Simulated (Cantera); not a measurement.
Sublimation and decomposition of ceramics: BN + H2

Charge: 1 mol BN, 0.17 mol H2, at 10.5 Torr.

Equilibrium computed with Cantera from the NASA thermochemical tables; the gas is ideal and each condensed phase is pure. Candidate condensed phases: B, BN; 15 gas species. Mutual solubility and eutectic melting of coexisting phases are not modelled. The tables' values for BH2 are old estimates; treat these amounts as uncertain. Equilibrium is a limit: real reactors are often held back by kinetics, nucleation or transport.

From 1477 °C to 1527 °C the condensed part is BN(s). From 1577 °C to 1777 °C the condensed part is B(s) + BN(s).

```csv
T (°C),log p H2,log p H,log p N2,log p BH2,n BN(s),n B(s)
1477,-1.85,-4.56,-5.78,-5.90,1.000,0
1527,-1.86,-4.37,-5.37,-5.74,1.000,0
1577,-1.86,-4.20,-4.98,-5.59,1.000,0.000223
1627,-1.86,-4.03,-4.61,-5.45,0.999,0.000552
1677,-1.86,-3.87,-4.26,-5.32,0.999,0.00128
1727,-1.86,-3.72,-3.93,-5.19,0.997,0.00282
1777,-1.87,-3.58,-3.61,-5.08,0.994,0.00597
```
log p: log10 of the partial pressure in bar; n: condensed amount in mol.
